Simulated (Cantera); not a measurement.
An adiabatic, constant-pressure homogeneous reactor starts with CH4 : O2 : N2 = 1 : 1.18 : 4.42 (molar parts), equivalence ratio 1.7, at 1150 K and 85000 Pa. Integrator tolerance rtol = 1e-08.

Cantera simulation using GRI-Mech 3.0 (53 species, 325 reactions); the numbers are that mechanism's predictions, not measurements.

Question: What does this change do: pressure from 85000 Pa to 1000000 Pa?

Answer: 
```tsv
quantity	before	after
time of steepest temperature rise	0.148 s	11.8 ms
temperature at 3.00 s	2403 K	2434 K
equilibrium temperature	2403 K	2434 K
x(CH4) at 3.00 s	3.23e-12 (gas-phase equilibrium 3.66e-12)	4.03e-10 (gas-phase equilibrium 4.53e-10)
x(O2) at 3.00 s	3.14e-5 (gas-phase equilibrium 3.14e-5)	3.70e-6 (gas-phase equilibrium 3.70e-6)
x(H) at 3.00 s	0.00584 (gas-phase equilibrium 0.00584)	0.00198 (gas-phase equilibrium 0.00198)
x(NO) at 3.00 s	0.000205 (gas-phase equilibrium 0.000205)	7.47e-5 (gas-phase equilibrium 7.47e-5)
x(C2H) at 3.00 s	<1e-12 (gas-phase equilibrium <1e-12)	<1e-12 (gas-phase equilibrium <1e-12)
```

Question: What does this change do: pressure from 85000 Pa to 500000 Pa?

Answer: 
```json
[
 {"quantity": "time of steepest temperature rise", "before": "0.148 s", "after": "25.8 ms"},
 {"quantity": "temperature at 3.00 s", "before": "2403 K", "after": "2428 K"},
 {"quantity": "equilibrium temperature", "before": "2403 K", "after": "2428 K"},
 {"quantity": "x(CH4) at 3.00 s", "before": "3.23e-12 (gas-phase equilibrium 3.66e-12)", "after": "1.02e-10 (gas-phase equilibrium 1.16e-10)"},
 {"quantity": "x(O2) at 3.00 s", "before": "3.14e-5 (gas-phase equilibrium 3.14e-5)", "after": "6.96e-6 (gas-phase equilibrium 6.96e-6)"},
 {"quantity": "x(H) at 3.00 s", "before": "0.00584 (gas-phase equilibrium 0.00584)", "after": "0.00272 (gas-phase equilibrium 0.00272)"},
 {"quantity": "x(NO) at 3.00 s", "before": "0.000205 (gas-phase equilibrium 0.000205)", "after": "0.000101 (gas-phase equilibrium 0.000101)"},
 {"quantity": "x(C2H) at 3.00 s", "before": "<1e-12 (gas-phase equilibrium <1e-12)", "after": "<1e-12 (gas-phase equilibrium <1e-12)"}
]
```
